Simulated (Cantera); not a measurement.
**Reactions in the system H-N-O-P**

Standard-state values (1 bar) from the NASA 1993 polynomials, evaluated with Cantera. Values are per mole of reaction as written; species without (g) are pure solids or liquids, kept so even where they would boil at 1 bar.

2 P4(g) + 12 H2O(g) + 3 N2(g) = 8 PH3(g) + 6 NO2(g)

```json
[
 {"T (K)": "723", "ΔH° (kJ)": "3019.9", "ΔS° (J/K)": "-313.4", "ΔG° (kJ)": "3246.5", "log10 K": "-234.54"},
 {"T (K)": "823", "ΔH° (kJ)": "3024.4", "ΔS° (J/K)": "-307.6", "ΔG° (kJ)": "3277.6", "log10 K": "-208.02"},
 {"T (K)": "923", "ΔH° (kJ)": "3030.6", "ΔS° (J/K)": "-300.5", "ΔG° (kJ)": "3308.0", "log10 K": "-187.20"},
 {"T (K)": "1023", "ΔH° (kJ)": "3037.9", "ΔS° (J/K)": "-292.9", "ΔG° (kJ)": "3337.6", "log10 K": "-170.42"},
 {"T (K)": "1123", "ΔH° (kJ)": "3045.8", "ΔS° (J/K)": "-285.7", "ΔG° (kJ)": "3366.6", "log10 K": "-156.59"},
 {"T (K)": "1223", "ΔH° (kJ)": "3053.8", "ΔS° (J/K)": "-278.8", "ΔG° (kJ)": "3394.8", "log10 K": "-144.99"},
 {"T (K)": "1323", "ΔH° (kJ)": "3061.9", "ΔS° (J/K)": "-272.4", "ΔG° (kJ)": "3422.3", "log10 K": "-135.12"},
 {"T (K)": "1423", "ΔH° (kJ)": "3070.1", "ΔS° (J/K)": "-266.5", "ΔG° (kJ)": "3449.3", "log10 K": "-126.61"},
 {"T (K)": "1523", "ΔH° (kJ)": "3078.2", "ΔS° (J/K)": "-261.0", "ΔG° (kJ)": "3475.7", "log10 K": "-119.20"}
]
```
